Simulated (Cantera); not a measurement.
An adiabatic, constant-volume homogeneous reactor starts with CO : H2 : CH4 : O2 : N2 = 1 : 0.49 : 0.063 : 1.08 : 6.56 (molar parts), at 1350 K and 6.61 atm. Integrator tolerance rtol = 1e-08.

Model: GRI-Mech 3.0 (53 species, 325 reactions), integrated in Cantera.

Problem. What does this change do: constant pressure in place of constant volume?

Solution. 
```csv
quantity,before,after
time of steepest temperature rise,11.3 µs,11.8 µs
temperature at 0.100 s,2731 K,2547 K
equilibrium temperature,2731 K,2547 K
x(CO) at 0.100 s,0.0202 (gas-phase equilibrium 0.0202),0.0128 (gas-phase equilibrium 0.0128)
x(H2) at 0.100 s,0.00188 (gas-phase equilibrium 0.00188),0.00123 (gas-phase equilibrium 0.00123)
x(CH4) at 0.100 s,<1e-12 (gas-phase equilibrium <1e-12),<1e-12 (gas-phase equilibrium <1e-12)
x(OH) at 0.100 s,0.00723 (gas-phase equilibrium 0.00723),0.00507 (gas-phase equilibrium 0.00507)
x(HCN) at 0.100 s,5.69e-10 (gas-phase equilibrium 5.69e-10),9.91e-11 (gas-phase equilibrium 9.91e-11)
x(CH3) at 0.100 s,<1e-12 (gas-phase equilibrium <1e-12),<1e-12 (gas-phase equilibrium <1e-12)
x(HO2) at 0.100 s,8.13e-6 (gas-phase equilibrium 8.13e-6),4.40e-6 (gas-phase equilibrium 4.40e-6)
```

Problem. What does this change do: pressure from 6.61 atm to 0.365 atm?

Solution. 
```tsv
quantity	before	after
time of steepest temperature rise	11.3 µs	0.132 ms
temperature at 0.100 s	2731 K	2569 K
equilibrium temperature	2731 K	2569 K
x(CO) at 0.100 s	0.0202 (gas-phase equilibrium 0.0202)	0.0324 (gas-phase equilibrium 0.0324)
x(H2) at 0.100 s	0.00188 (gas-phase equilibrium 0.00188)	0.00346 (gas-phase equilibrium 0.00346)
x(CH4) at 0.100 s	<1e-12 (gas-phase equilibrium <1e-12)	<1e-12 (gas-phase equilibrium <1e-12)
x(OH) at 0.100 s	0.00723 (gas-phase equilibrium 0.00723)	0.00979 (gas-phase equilibrium 0.00979)
x(HCN) at 0.100 s	5.69e-10 (gas-phase equilibrium 5.69e-10)	1.28e-10 (gas-phase equilibrium 1.28e-10)
x(CH3) at 0.100 s	<1e-12 (gas-phase equilibrium <1e-12)	<1e-12 (gas-phase equilibrium <1e-12)
x(HO2) at 0.100 s	8.13e-6 (gas-phase equilibrium 8.13e-6)	3.00e-6 (gas-phase equilibrium 3.00e-6)
```
